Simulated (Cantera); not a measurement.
A closed system holds: 1 mol Fe(CO)5, 77 mol N2, at 133 Pa.

These are equilibrium values from Cantera (NASA tables, ideal gas, pure condensed phases), not measurements of a reactor. Candidate condensed phases: C, Fe, Fe(CO)5, FeO, Fe2O3, Fe3O4; 27 gas species. Condensed phases not in the tables: cementite and carbon dissolved in iron. Kinetics and transport are ignored.

At 900 K, list the 3 most abundant gas species with their mole fractions, and the condensed phases.

N2 0.939, CO 0.0609, CO2 2.76e-5. Condensed: C(graphite) + Fe(α).
